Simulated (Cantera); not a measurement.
Input (Python, Cantera) and output of one run.

```python
import numpy as np
import cantera as ct

gas_names = """
    H HCL H2 KCL
""".split()
cond_names = """
    KCL(s) KCL(L) K(cr) K(L)
""".split()


# ... load() reads the species with a 1 bar reference pressure and builds the phases ...
species = {s.name: s for s in load("nasa_gas.yaml", gas_names) + load("nasa_condensed.yaml", cond_names)}
# Each term lists the table entries of one substance; the one whose range holds T is used.
reactions = {
    'H(g) + KCl = HCl(g) + K':
        [(-1, ['H']), (-1, ['KCL(s)', 'KCL(L)']), (1, ['HCL']), (1, ['K(cr)', 'K(L)'])],
    '2 K + 2 HCl(g) = 2 KCl + H2(g)':
        [(-2, ['K(cr)', 'K(L)']), (-2, ['HCL']), (2, ['KCL(s)', 'KCL(L)']), (1, ['H2'])],
    'KCl(g) + H(g) = K + HCl(g)':
        [(-1, ['KCL']), (-1, ['H']), (1, ['K(cr)', 'K(L)']), (1, ['HCL'])],
}


def pick(names, T):
    return next(species[n] for n in names if species[n].thermo.min_temp <= T <= species[n].thermo.max_temp)


results = []
for label, terms in reactions.items():
    print(label)
    print("     T/K   dH/kJ  dS/(J/K)   dG/kJ   log10 K")
    for T in [300, 498, 598, 698, 798, 898, 998, 1098, 1198, 1298, 1398]:
        used = [(nu, pick(names, T)) for nu, names in terms]
        dH = sum(nu * s.thermo.h(T) for nu, s in used) / 1e6
        dS = sum(nu * s.thermo.s(T) for nu, s in used) / 1e3
        dG = dH - T * dS / 1e3
        logK = -dG * 1e6 / (ct.gas_constant * T * np.log(10))
        results.append((label, T, dH, dS, dG, logK, [s.name for _, s in used]))
        print(f"{T:8g} {dH:8.1f} {dS:8.1f} {dG:8.1f} {logK:8.2f}")
```

Output:

```
H(g) + KCl = HCl(g) + K
     T/K   dH/kJ  dS/(J/K)   dG/kJ   log10 K
     300    126.4     54.2    110.1   -19.17
     498    126.0     54.4     98.9   -10.38
     598    124.4     51.4     93.7    -8.18
     698    122.6     48.6     88.7    -6.63
     798    120.6     45.9     83.9    -5.49
     898    118.5     43.4     79.5    -4.62
     998    116.1     40.9     75.3    -3.94
    1098     86.9     13.0     72.7    -3.46
    1198     83.9     10.4     71.5    -3.12
    1298     81.2      8.2     70.6    -2.84
    1398     78.6      6.2     69.8    -2.61
2 K + 2 HCl(g) = 2 KCl + H2(g)
     T/K   dH/kJ  dS/(J/K)   dG/kJ   log10 K
     300   -688.7   -207.3   -626.6   109.09
     498   -690.5   -213.9   -584.0    61.26
     598   -688.5   -210.1   -562.8    49.16
     698   -686.1   -206.4   -542.0    40.56
     798   -683.3   -202.8   -521.5    34.14
     898   -680.2   -199.1   -501.4    29.17
     998   -676.6   -195.3   -481.7    25.21
    1098   -619.4   -140.5   -465.1    22.13
    1198   -614.5   -136.3   -451.3    19.68
    1298   -610.0   -132.6   -437.8    17.62
    1398   -605.8   -129.5   -424.7    15.87
KCl(g) + H(g) = K + HCl(g)
     T/K   dH/kJ  dS/(J/K)   dG/kJ   log10 K
     300    -95.6   -102.2    -65.0    11.31
     498    -92.8    -94.0    -46.0     4.82
     598    -92.6    -93.7    -36.6     3.20
     698    -92.5    -93.5    -27.2     2.04
     798    -92.3    -93.3    -17.9     1.17
     898    -92.1    -93.0     -8.6     0.50
     998    -91.8    -92.7      0.7    -0.04
    1098    -91.4    -92.3      9.9    -0.47
    1198    -90.9    -91.8     19.2    -0.84
    1298    -90.1    -91.2     28.3    -1.14
    1398    -89.2    -90.5     37.4    -1.40
```

Standard-state values (1 bar) from the NASA 1993 polynomials, evaluated with Cantera. Condensed species are held in their standard states even where they would react or evaporate.
